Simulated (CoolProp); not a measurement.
Vapour-liquid equilibrium of R125 (1) + propylene (2) at 225 K; x and y are mole fractions of (1).

Computed with CoolProp (multi-fluid Helmholtz-energy mixture model, Lemmon 2005 and Lemmon 2013; pair parameters Bell 2016).

| x | bubble pressure, mixture model (MPa) | bubble pressure, Raoult's law (MPa) | y, mixture model | y, Raoult's law |
|---|---|---|---|---|
| 0.05 | 0.1100 | 0.09901 | 0.139 | 0.051 |
| 0.15 | 0.1241 | 0.09922 | 0.296 | 0.153 |
| 0.25 | 0.1315 | 0.09943 | 0.382 | 0.254 |
| 0.35 | 0.1352 | 0.09964 | 0.438 | 0.355 |
| 0.45 | 0.1367 | 0.09985 | 0.482 | 0.455 |
| 0.55 | 0.1367 | 0.1001 | 0.522 | 0.555 |
| 0.65 | 0.1353 | 0.1003 | 0.567 | 0.655 |
| 0.75 | 0.1316 | 0.1005 | 0.626 | 0.754 |
| 0.85 | 0.1243 | 0.1007 | 0.715 | 0.853 |
| 0.95 | 0.1110 | 0.1009 | 0.871 | 0.951 |

The largest gap from Raoult's law is +36.9 % in bubble pressure, at x = 0.45. y crosses x between x = 0.45 and 0.55: the model has an azeotrope there.

Pair parameters are fitted to limited data, so mixtures are less certain than the pure fluids.
